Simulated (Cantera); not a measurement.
# Adiabatic ignition

An adiabatic, constant-pressure homogeneous reactor starts with CH4 : C2H6 : O2 : N2 = 1 : 0.28 : 1.57 : 5.9 (molar parts), equivalence ratio 1.9, at 1175 K and 1.01 bar.

Computed with Cantera and GRI-Mech 3.0 (53 species, 325 reactions).

```csv
t (s),T (K),x CH4,x C2H6,x O2,x CH3,x NO2,x CH2CO,x H2O
3.00e-6,1175,0.114,0.0320,0.179,9.76e-8,<1e-12,<1e-12,1.36e-10
7.67e-6,1175,0.114,0.0320,0.179,2.47e-7,<1e-12,<1e-12,9.81e-10
1.96e-5,1175,0.114,0.0320,0.179,6.13e-7,<1e-12,<1e-12,6.94e-9
5.02e-5,1175,0.114,0.0320,0.179,1.46e-6,<1e-12,<1e-12,4.75e-8
0.000128,1175,0.114,0.0320,0.179,3.12e-6,<1e-12,6.03e-12,3.43e-7
0.000328,1175,0.114,0.0320,0.179,5.46e-6,<1e-12,2.06e-10,3.25e-6
0.000839,1175,0.114,0.0319,0.179,9.14e-6,<1e-12,8.78e-9,4.24e-5
0.00215,1178,0.114,0.0310,0.178,2.96e-5,<1e-12,1.78e-6,0.000990
0.00549,2332,1.05e-5,1.14e-11,3.46e-6,4.77e-6,8.10e-10,1.10e-7,0.131
0.0140,2327,2.04e-11,<1e-12,5.02e-6,1.12e-11,8.39e-10,<1e-12,0.131
0.0359,2328,1.99e-11,<1e-12,5.05e-6,1.10e-11,5.60e-10,<1e-12,0.131
0.0918,2328,1.97e-11,<1e-12,5.06e-6,1.09e-11,4.01e-10,<1e-12,0.131
0.235,2328,1.97e-11,<1e-12,5.07e-6,1.08e-11,3.72e-10,<1e-12,0.131
0.600,2328,1.97e-11,<1e-12,5.07e-6,1.08e-11,3.71e-10,<1e-12,0.131
```
x: mole fraction; the columns are a selection and need not sum to one.

```json
{
  "time_of_steepest_temperature_rise": "4.19 ms",
  "temperature at 0.600 s": "2328 K",
  "equilibrium_temperature": "2328 K",
  "x(CH4) at 0.600 s": "1.97e-11 (gas-phase equilibrium 2.22e-11)",
  "x(C2H6) at 0.600 s": "<1e-12 (gas-phase equilibrium <1e-12)",
  "x(O2) at 0.600 s": "5.07e-6 (gas-phase equilibrium 5.07e-6)"
}
```
